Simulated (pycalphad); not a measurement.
An equivalent pycalphad script:

```python
from pycalphad import Database, equilibrium, calculate, variables as v
import numpy as np
db = Database('COST507.tdb')
comps = ['AL', 'MG', 'SI', 'MN', 'VA']
phases = ['AL11MN4', 'AL12MN', 'AL4MN', 'AL6MN', 'AL8MN5_D810', 'ALMGMN_T', 'ALMG_BETA', 'ALMG_EPS', 'ALMG_GAMMA', 'ALMNSI_ALPHA', 'ALMNSI_BETA', 'ALMNSI_DELTA', 'BCC_A2', 'CBCC_A12', 'CUB_A13', 'DIAMOND_A4', 'FCC_A1', 'HCP_A3', 'LIQUID', 'MG2SI', 'MN11SI19', 'MN3SI', 'MN5SI3', 'MN6SI', 'MN9SI2', 'MNSI']
eq = equilibrium(db, comps, phases, {v.X('MG'): 0.0548, v.X('SI'): 0.0207, v.X('MN'): 0.0156, v.T: np.arange(1650, 349, -50), v.P: 101325, v.N: 1}, output=['HM', 'SM'])
```

Computed with pycalphad from the COST 507 light-alloy database (1999), at 1 atm. No gas phase is included, though pure Mg would boil below 1377 °C. The database dates from 1999; later assessments differ in places, in temperatures and in the compounds included. The system is extrapolated from its subsystems; higher-order compounds may be missing. Phase fractions are per mole of atoms. Diffusion is slow at the low end, where real alloys seldom reach equilibrium.

Results at three of the temperatures:

```
T = 950.00 K, P = 101325 Pa, N = 1 mol of atoms
G = -42785 J/mol, H = 27338 J/mol, S = 73.81 J/(mol K)  (SER reference)
chemical potentials (J/mol): Al -39722, Mg -68994, Si -52906, Mn -115761
phase             fraction      x(Al)      x(Mg)      x(Si)      x(Mn)
LIQUID              0.9630     0.9156     0.0569     0.0180     0.0095
ALMNSI_ALPHA        0.0370     0.7342       none     0.0919     0.1739
```

```
T = 600.00 K, P = 101325 Pa, N = 1 mol of atoms
G = -22979 J/mol, H = 4743 J/mol, S = 46.20 J/(mol K)  (SER reference)
chemical potentials (J/mol): Al -20069, Mg -36545, Si -45835, Mn -114541
phase             fraction      x(Al)      x(Mg)      x(Si)      x(Mn)
FCC_A1              0.8290     0.9838     0.0162   1.53e-06   4.27e-05
AL6MN               0.1090     0.8571       none       none     0.1429
MG2SI               0.0621       none     0.6667     0.3333       none
```

```
T = 400.00 K, P = 101325 Pa, N = 1 mol of atoms
G = -14771 J/mol, H = -647 J/mol, S = 35.31 J/(mol K)  (SER reference)
chemical potentials (J/mol): Al -11767, Mg -19362, Si -57981, Mn -116360
phase             fraction      x(Al)      x(Mg)      x(Si)      x(Mn)
FCC_A1              0.7351     0.9818     0.0182   2.24e-12   3.08e-08
AL12MN              0.2028     0.9231       none       none     0.0769
MG2SI               0.0621       none     0.6667     0.3333       none
```

Changes of the phase set, refined by bisection:

```
T (°C)                         phases above                         phases below
------  -----------------------------------  -----------------------------------
716.7                                liquid                 ALMNSI_BETA + liquid
681.6                  ALMNSI_BETA + liquid  ALMNSI_ALPHA + ALMNSI_BETA + liquid
678.6   ALMNSI_ALPHA + ALMNSI_BETA + liquid                ALMNSI_ALPHA + liquid
624.5                 ALMNSI_ALPHA + liquid          ALMNSI_ALPHA + fcc + liquid
593.2           ALMNSI_ALPHA + fcc + liquid  ALMNSI_ALPHA + fcc + liquid + MG2SI
589.6   ALMNSI_ALPHA + fcc + liquid + MG2SI           ALMNSI_ALPHA + fcc + MG2SI
395.0            ALMNSI_ALPHA + fcc + MG2SI   AL6MN + ALMNSI_ALPHA + fcc + MG2SI
328.9    AL6MN + ALMNSI_ALPHA + fcc + MG2SI                  AL6MN + fcc + MG2SI
280.6                   AL6MN + fcc + MG2SI         AL12MN + AL6MN + fcc + MG2SI
257.0          AL12MN + AL6MN + fcc + MG2SI                 AL12MN + fcc + MG2SI
120.6                  AL12MN + fcc + MG2SI     AL12MN + ALMG_BETA + fcc + MG2SI
```

Database names, with the compositions (at.%) that they take in these runs: ALMNSI_ALPHA: Al 73-78 Mn 17 Si 5-9; MG2SI: Mg 67 Si 33; AL6MN: Al 86 Mn 14; AL12MN: Al 92 Mn 8; ALMG_BETA: Al 61 Mg 39. FCC_A1 is fcc. An entry "none" or "no" means that the model of the phase leaves that element out.
